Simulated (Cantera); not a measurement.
Input: 1 mol SiH2Cl2, 6 mol N2, at 1602 °C and 63.0 Pa.

Method: chemical equilibrium by Gibbs-energy minimisation in Cantera with the NASA 1993 tables (ideal gas, pure condensed phases). Candidate condensed phases: NH4Cl, Si, Si3N4; 28 gas species. The tables' values for SiCl, SiCl3, SiN are old estimates; treat these amounts as uncertain. Rates play no part.

Base state: N2 0.733, SiCl2 0.0911, H2 0.0910, HCl 0.0545, Si 0.0144, H 0.00788, SiCl 0.00368, Cl 0.00357 (mole fractions); condensed: Si(l).

**Question.** What changes in the equilibrium state with this change: SiH2Cl2 replaced by Si2Cl6?

**Answer.** 
| species | before | after |
|---|---|---|
| N2 | 0.733 | 0.612 |
| SiCl2 | 0.0911 | 0.186 |
| Cl | 0.00357 | 0.184 |
| H2 | 0.0910 | 0 |
| HCl | 0.0545 | 0 |
| Si | 0.0144 | 1.10e-5 |
| SiCl3 | 0.000152 | 0.0160 |
| H | 0.00788 | 0 |
| Si2N | 0.000164 | <1e-9 |
| Si2 | 0.000108 | <1e-9 |
| SiH | 0.000101 | 0 |
| Si(l), mol | 0.0986 | 0 |
The feed counts by its element totals alone. The tables' values for SiCl3, SiCl are old estimates; treat these amounts as uncertain.
